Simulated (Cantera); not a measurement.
**Thermodynamics of hydrogen reduction and annealing atmospheres, feed Cr₂O₃ + H₂ + N₂**

Feed: 1 mol Cr₂O₃, 9.8 mol H₂, 1.2 mol N₂, held at 1.20 mbar.

Cantera equilibrium calculation (NASA polynomials, part measured and part estimated; ideal gas, pure solids and liquids). Candidate condensed phases: Cr, CrN, Cr₂N, Cr₂O₃, H₂O; 29 gas species. Mutual solubility and eutectic melting of coexisting phases are not modelled. Kinetics and transport are ignored.

```
T (K)  log p H₂  log p N₂  log p H₂O  log p Cr  log p H  n Cr(s)  n Cr₂O₃(s)
-----  --------  --------  ---------  --------  -------  -------  ----------
1423      -2.97     -3.88      -6.11     -6.98    -6.66  0.00376       0.998
1448      -2.97     -3.88      -6.03     -6.73    -6.52  0.00397       0.997
1473      -2.97     -3.88      -5.96     -6.50    -6.38  0.00382       0.997
1498      -2.97     -3.88      -5.88     -6.27    -6.25  0.00303       0.996
1523      -2.97     -3.88      -5.81     -6.05    -6.12  0.00117       0.995
1548      -2.97     -3.88      -5.71     -5.89    -6.00        0       0.994
1573      -2.97     -3.88      -5.59     -5.77    -5.88        0       0.992
1598      -2.97     -3.88      -5.47     -5.65    -5.76        0       0.990
1623      -2.97     -3.88      -5.36     -5.53    -5.65        0       0.987
1648      -2.98     -3.88      -5.25     -5.42    -5.54        0       0.983
1673      -2.98     -3.89      -5.14     -5.32    -5.43        0       0.978
1698      -2.98     -3.89      -5.04     -5.21    -5.33        0       0.972
1723      -2.98     -3.89      -4.94     -5.11    -5.23        0       0.964
```
log p: log10 of the partial pressure in bar; n: condensed amount in mol.

From 1423 K to 1523 K the condensed part is Cr(s) + Cr₂O₃(s). From 1548 K to 1723 K the condensed part is Cr₂O₃(s). The main Cr-bearing gas is Cr throughout. The share of Cr in condensed phases is highest at 1423 K (100.0 %) and lowest at 1723 K (96.4 %).
